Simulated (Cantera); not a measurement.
# Catalytic stagnation flow on Pt

A jet of CH₄ : O₂ : N₂ = 0.021 : 0.11 : 0.79 (molar parts) at 300 K and 4300 Pa hits a platinum plate 4.1 cm away at a mass flux of 0.035 kg/m²/s; the plate temperature is set and raised in steps from an oxygen-covered start.

Model: Deutschmann's 1995 Pt surface mechanism with GRI-Mech 3.0 gas chemistry, integrated in Cantera. Catalytic surfaces can have several steady states; this one follows from the mechanism file's or the stated starting coverage.

| plate T (K) | wall x CH₄ | wall x O₂ | wall x H₂O | wall x OH | wall x CO | wall x CO₂ | θ free Pt | θ O* |
|---|---|---|---|---|---|---|---|---|
| 850 | 0.0189 | 0.111 | 0.00725 | <1e-8 | 5.58e-6 | 0.00473 | 0.172 | 0.828 |
| 900 | 0.0160 | 0.105 | 0.0128 | 2.98e-8 | 6.74e-6 | 0.00835 | 0.241 | 0.759 |
| 950 | 0.0129 | 0.0984 | 0.0184 | 9.75e-8 | 7.59e-6 | 0.0121 | 0.314 | 0.685 |
| 1000 | 0.0103 | 0.0929 | 0.0232 | 2.72e-7 | 8.28e-6 | 0.0152 | 0.388 | 0.611 |
| 1050 | 0.00832 | 0.0887 | 0.0268 | 6.65e-7 | 8.98e-6 | 0.0176 | 0.461 | 0.538 |
| 1100 | 0.00683 | 0.0856 | 0.0295 | 1.46e-6 | 9.84e-6 | 0.0194 | 0.531 | 0.468 |
| 1150 | 0.00574 | 0.0833 | 0.0314 | 2.95e-6 | 1.10e-5 | 0.0207 | 0.597 | 0.403 |
| 1200 | 0.00494 | 0.0817 | 0.0328 | 5.52e-6 | 1.25e-5 | 0.0216 | 0.657 | 0.343 |
x: mole fraction at the wall; θ: surface coverage.
